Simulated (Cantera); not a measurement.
# Low-pressure radical oxidation in H2/O2

An isothermal, constant-pressure homogeneous reactor starts with 21.9 % H2, 78.1 % O2, equivalence ratio 0.14, at 1423 K and 25.5 Torr.

Computed with Cantera and the H2/O2 subset of GRI-Mech 3.0, which has no nitrogen chemistry. Radical loss at walls, strong at low pressure, is not modelled. The temperature is held fixed by assumption; the heat of reaction is taken as removed at once.

```
t (s)         x H2   x O2    x HO2   x H2O2      x OH    x H2O
--------  --------  -----  -------  -------  --------  -------
4.00e-5      0.219  0.781  5.58e-7  2.55e-9   9.66e-7  2.44e-6
0.000133     0.214  0.778  4.41e-6  3.24e-8   0.00116  0.00359
0.000443    0.0116  0.649  1.38e-5  5.19e-7    0.0195    0.170
0.00147    0.00926  0.676  1.46e-5  5.55e-7    0.0178    0.190
0.00490    0.00389  0.724  1.35e-5  4.97e-7    0.0119    0.225
0.0163    0.000516  0.750  5.26e-6  2.18e-7   0.00438    0.242
0.0543     5.32e-5  0.753  9.26e-7  6.39e-8   0.00142    0.245
0.181      8.01e-6  0.754  2.29e-7  1.90e-8  0.000553    0.245
0.601      1.84e-6  0.754  1.69e-7  7.12e-9  0.000266    0.245
2.00       1.01e-6  0.754  1.90e-7  5.15e-9  0.000196    0.246
```
x: mole fraction; the columns are a selection and need not sum to one.

Equilibrium at this temperature and pressure: H2 9.86e-7, O2 0.754, HO2 1.91e-7, H2O2 5.11e-9, OH 0.000194, H2O 0.246 (gas phase only).
